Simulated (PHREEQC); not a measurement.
A made-up water analysis in mg/L, 25 °C, pH 2.41, pe 10.4:

```json
[
 {"constituent": "Na", "mg/L": "788"},
 {"constituent": "K", "mg/L": "58.1"},
 {"constituent": "Ca", "mg/L": "266"},
 {"constituent": "Mg", "mg/L": "9.38"},
 {"constituent": "Cl", "mg/L": "677"},
 {"constituent": "S(6) as SO4", "mg/L": "1750"},
 {"constituent": "P as PO4", "mg/L": "3.32"}
]
```

Valence states are taken as typed.

Computed with PHREEQC (ion-association model, phreeqc.dat).

Q: The ionic strength comes out as 0.0663 mol/kgw. What activity coefficients do SO4-2, CaH2PO4+, K+, H2PO4-, KSO4- get?

A: SO4-2 0.42, CaH2PO4+ 0.81, K+ 0.79, H2PO4- 0.81, KSO4- 0.81.

No solid was allowed to form. Complexes and solids missing from the database can't appear.
